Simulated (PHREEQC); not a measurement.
Dissolve 0.0023 mol/kgw CuCl2, 0.0001 mol/kgw HCl and 0.1 mol/kgw NaCl at 25 °C. Closed to the air; pH follows from the charge balance.

Computed with PHREEQC (ion-association model, phreeqc.dat).

Precipitation was switched off in this run.

**Question.** Order these Cu species by the share of Cu that they hold, largest first: Cu+2, CuCl+, CuCl2.

**Answer.** Cu+2 (90 %), CuCl+ (9.9 %), CuCl2 (0.32 %)

The pH is 4.08 and the ionic strength 0.106 mol/kgw. Species that the database lacks are ignored.
